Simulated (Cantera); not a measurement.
A Cantera script and its output.

```python
import numpy as np
import cantera as ct

gas = ct.Solution("SiF4_NH3_mec.yaml", "gas")
gas.TPX = 1800, 101325, {'NH3': 1, 'N2': 0.17}
reactor = ct.IdealGasConstPressureReactor(gas, energy="off", clone=False)
net = ct.ReactorNet([reactor])
net.rtol, net.atol = 1e-08, 1e-18
show = ['NH3', 'N2', 'H2', 'N', 'NH', 'H', 'N2H4']
times = np.geomspace(0.0008, 80, 10)

steps = ct.SolutionArray(gas, extra=["t"])
rows = []
print(f"{'t/s':>10s}{'T/K':>9s}{'P/Pa':>11s}" + "".join(f"{s:>11s}" for s in show))
for t in times:
    while net.time < t:
        t_next = net.step()
        steps.append(gas.state, t=t_next)
    rows.append([np.interp(t, steps.t, y) for y in (steps.T, steps.P, *steps(*show).X.T)])
    print(f"{t:10.3e}{rows[-1][0]:9.1f}{rows[-1][1]:11.4g}" + "".join(f"{x:11.3e}" for x in rows[-1][2:]))
rate = np.gradient(steps.T, steps.t)
print("integrator steps:", len(steps.t))
if steps.T.max() > steps.T[0] + 200:
    print(f"time of steepest temperature rise: {steps.t[rate.argmax()]:.4e} s")
gas.TPX = 1800, 101325, {'NH3': 1, 'N2': 0.17}
gas.equilibrate("TP")
print(f"equilibrium (TP): T = {gas.T:.1f} K  " + "  ".join(f"{s} {gas[s].X[0]:.3e}" for s in show))
```

Output:

```
       t/s      T/K       P/Pa        NH3         N2         H2          N         NH          H       N2H4
 8.000e-04   1800.0  1.013e+05  8.524e-01  1.456e-01  1.602e-03  2.239e-09  1.567e-06  4.414e-07  4.961e-07
 2.875e-03   1800.0  1.013e+05  8.459e-01  1.468e-01  6.839e-03  7.082e-09  1.679e-06  1.386e-06  4.827e-07
 1.033e-02   1800.0  1.013e+05  8.233e-01  1.512e-01  2.514e-02  2.220e-08  1.938e-06  4.612e-06  4.409e-07
 3.713e-02   1800.0  1.013e+05  7.494e-01  1.653e-01  8.489e-02  5.186e-08  2.266e-06  1.510e-05  3.595e-07
 1.334e-01   1800.0  1.013e+05  5.545e-01  2.026e-01  2.426e-01  7.797e-08  2.301e-06  4.606e-05  2.271e-07
 4.796e-01   1800.0  1.013e+05  2.482e-01  2.612e-01  4.903e-01  8.384e-08  1.755e-06  1.171e-04  7.221e-08
 1.724e+00   1800.0  1.013e+05  5.120e-02  2.989e-01  6.496e-01  5.351e-08  7.565e-07  2.215e-04  6.260e-09
 6.194e+00   1800.0  1.013e+05  7.875e-03  3.072e-01  6.846e-01  1.507e-08  1.734e-07  2.841e-04  2.192e-10
 2.226e+01   1800.0  1.013e+05  1.661e-03  3.084e-01  6.896e-01  3.530e-09  3.921e-08  2.961e-04  1.044e-11
 8.000e+01   1800.0  1.013e+05  4.245e-04  3.086e-01  6.906e-01  9.112e-10  1.009e-08  2.975e-04  6.863e-13
integrator steps: 1668
equilibrium (TP): T = 1800.0 K  NH3 9.363e-06  N2 3.087e-01  H2 6.910e-01  N 2.011e-11  NH 2.226e-10  H 2.976e-04  N2H4 3.356e-16
```

Cantera simulation using the gas-phase N/H chemistry of the illustrative SiF4/NH3 mechanism in the Surface Chemkin manual (1991); the numbers are that mechanism's predictions, not measurements. Walls and surfaces, which speed up NH3 decomposition in real reactors, are not modelled.
